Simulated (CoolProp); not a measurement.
Properties of R410A along the isobar 4.11 bar (Tc = 344.5 K, pc = 49.01 bar, ω = 0.296).

Values from CoolProp's reference Helmholtz-energy equation of state, Lemmon 2003. It is a pseudo-pure fit of the blend.

```tsv
T (K)	phase	Z	Joule-Thomson coefficient (K/MPa)	expansivity (1/kK)	conductivity (mW/(m K))	Prandtl number
227.5	liquid	0.01184	-0.2466	2.410	131	3.01
243.7	liquid	0.01152	-0.1925	2.681	121	2.75
276.3	gas	0.9254	26.83	4.838	12.1	0.885
292.6	gas	0.9409	21.67	4.269	13.3	0.845
308.8	gas	0.9521	17.90	3.864	14.4	0.824
325.1	gas	0.9606	15.01	3.551	15.6	0.813
341.4	gas	0.9672	12.76	3.299	16.8	0.807
357.6	gas	0.9723	10.98	3.091	18.0	0.805
373.9	gas	0.9765	9.542	2.912	19.2	0.805
390.2	gas	0.9800	8.365	2.757	20.4	0.806
406.4	gas	0.9828	7.396	2.622	21.6	0.809
422.7	gas	0.9852	6.580	2.501	22.8	0.812
439	gas	0.9872	5.889	2.392	24.0	0.815
```

Viscosity comes from a separate model (Geller 2000). Thermal conductivity comes from a separate model (Geller 2001).
